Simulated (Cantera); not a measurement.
Premixed flame

A freely propagating, adiabatic, planar premixed flame of CH4 : O2 : N2 : CO2 = 1 : 2.94 : 11.1 : 2.4 (molar parts), unburnt at 598 K and 5.00 bar; mixture-averaged transport, grid criteria slope 0.08 and curve 0.16, no radiation.

Computed with Cantera and GRI-Mech 3.0 (53 species, 325 reactions). Burning velocities carry a grid error of a few per cent, more on coarse grids.

| z (mm) | T (K) | u (m/s) | x CH4 | x O2 | x CO2 | x NO2 | x CH2O | x H |
|---|---|---|---|---|---|---|---|---|
| -1.01 | 601 | 0.134 | 0.0571 | 0.168 | 0.138 | <1e-8 | 1.93e-6 | <1e-8 |
| -0.672 | 616 | 0.137 | 0.0559 | 0.167 | 0.138 | 1.27e-8 | 1.59e-5 | <1e-8 |
| -0.504 | 651 | 0.145 | 0.0534 | 0.163 | 0.138 | 4.26e-8 | 5.74e-5 | <1e-8 |
| -0.336 | 763 | 0.171 | 0.0465 | 0.153 | 0.139 | 1.44e-7 | 0.000223 | <1e-8 |
| -0.168 | 1078 | 0.242 | 0.0283 | 0.122 | 0.148 | 2.96e-7 | 0.000738 | 4.78e-7 |
| -0.0840 | 1343 | 0.302 | 0.0136 | 0.0948 | 0.158 | 1.68e-7 | 0.000801 | 9.51e-6 |
| 0 | 1606 | 0.361 | 0.00158 | 0.0672 | 0.174 | 2.62e-8 | 0.000187 | 0.000107 |
| 0.0840 | 1707 | 0.382 | 1.52e-5 | 0.0577 | 0.186 | 1.34e-8 | 2.84e-6 | 9.87e-5 |
| 0.168 | 1740 | 0.388 | 1.34e-7 | 0.0556 | 0.190 | 1.57e-8 | 2.68e-8 | 4.15e-5 |
| 0.336 | 1760 | 0.392 | <1e-8 | 0.0546 | 0.193 | 1.61e-8 | <1e-8 | 9.16e-6 |
| 0.672 | 1768 | 0.394 | <1e-8 | 0.0543 | 0.194 | 1.13e-8 | <1e-8 | 1.46e-6 |
| 1.34 | 1770 | 0.394 | <1e-8 | 0.0543 | 0.194 | <1e-8 | <1e-8 | 4.55e-7 |
| 2.69 | 1771 | 0.394 | <1e-8 | 0.0543 | 0.194 | <1e-8 | <1e-8 | 3.80e-7 |
x: mole fraction of selected species; z is measured from the peak of heat release.

```json
{
  "laminar_burning_velocity": "13.3 cm/s",
  "thermal_thickness": "0.336 mm",
  "peak x(CH2O)": "0.000857",
  "peak x(H)": "0.000132",
  "grid_points": "133"
}
```
